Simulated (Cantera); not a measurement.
An isothermal, constant-pressure homogeneous reactor starts with H₂ : O₂ = 0.14 : 1 (molar parts), equivalence ratio 0.070, at 1398 K and 0.00405 atm.

Model: GRI-Mech 3.0 (53 species, 325 reactions), integrated in Cantera. Radical loss at walls, strong at low pressure, is not modelled. The temperature is held fixed by assumption; the heat of reaction is taken as removed at once.

x: mole fraction; the columns are a selection and need not sum to one.

```csv
t (s),x H₂,x O₂,x HO₂,x H,x H₂O₂,x O,x OH
9.00e-6,0.123,0.877,6.78e-9,6.40e-9,<1e-12,3.99e-10,3.94e-10
6.84e-5,0.123,0.877,5.15e-8,4.01e-8,2.41e-11,1.76e-8,1.62e-8
0.000520,0.123,0.877,3.90e-7,1.34e-6,(withheld),1.50e-6,1.21e-6
0.00395,0.00446,0.787,1.22e-6,0.0273,4.15e-8,0.0704,0.0125
0.0300,0.00404,0.792,1.22e-6,0.0243,4.09e-8,0.0660,0.0120
0.228,0.00254,0.824,1.17e-6,0.0110,4.04e-8,0.0385,0.00974
1.73,0.000224,0.865,4.03e-7,0.000260,(withheld),0.00314,0.00296
13.2,6.82e-6,0.869,5.19e-8,1.37e-6,(withheld),9.49e-5,0.000518
100,9.94e-7,0.869,7.38e-8,7.63e-8,8.68e-10,1.38e-5,0.000198
```

Complete the blanks.


- 0.000520, x H₂O₂: 1.33e-9
- 1.73, x H₂O₂: 1.68e-8
- 13.2, x H₂O₂: 2.36e-9
